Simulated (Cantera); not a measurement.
Source: NASA polynomial tables (part measured, part estimated), evaluated in Cantera. Values are per mole of reaction as written; species without (g) are pure solids or liquids, kept so even where they would boil at 1 bar. VN: taken at fixed stoichiometry.

V2O3 + 2 NO(g) ⇌ 5 O(g) + 2 VN, with ΔH° = 1847.9 kJ and ΔS° = 360.3 J/K at 300 K.

Q: How far is the shortcut ΔG° ≈ ΔH°(300 K) − T·ΔS°(300 K) from the full temperature-dependent value at 550, 750, 950, 1150, 1350, 1550, 1750, 1950, 2150 K?

A: 
```json
[
 {"T (K)": "550", "shortcut (kJ)": "1649.7", "full (kJ)": "1648.2", "difference (kJ)": "1.5", "difference in log10 K": "-0.14"},
 {"T (K)": "750", "shortcut (kJ)": "1577.6", "full (kJ)": "1573.8", "difference (kJ)": "3.9", "difference in log10 K": "-0.27"},
 {"T (K)": "950", "shortcut (kJ)": "1505.6", "full (kJ)": "1498.8", "difference (kJ)": "6.8", "difference in log10 K": "-0.37"},
 {"T (K)": "1150", "shortcut (kJ)": "1433.5", "full (kJ)": "1423.5", "difference (kJ)": "10.0", "difference in log10 K": "-0.46"},
 {"T (K)": "1350", "shortcut (kJ)": "1361.4", "full (kJ)": "1348.0", "difference (kJ)": "13.4", "difference in log10 K": "-0.52"},
 {"T (K)": "1550", "shortcut (kJ)": "1289.4", "full (kJ)": "1272.6", "difference (kJ)": "16.8", "difference in log10 K": "-0.56"},
 {"T (K)": "1750", "shortcut (kJ)": "1217.3", "full (kJ)": "1197.2", "difference (kJ)": "20.1", "difference in log10 K": "-0.60"},
 {"T (K)": "1950", "shortcut (kJ)": "1145.2", "full (kJ)": "1122.0", "difference (kJ)": "23.2", "difference in log10 K": "-0.62"},
 {"T (K)": "2150", "shortcut (kJ)": "1073.2", "full (kJ)": "1047.0", "difference (kJ)": "26.2", "difference in log10 K": "-0.64"}
]
```
The shortcut ignores the heat-capacity change of the reaction.
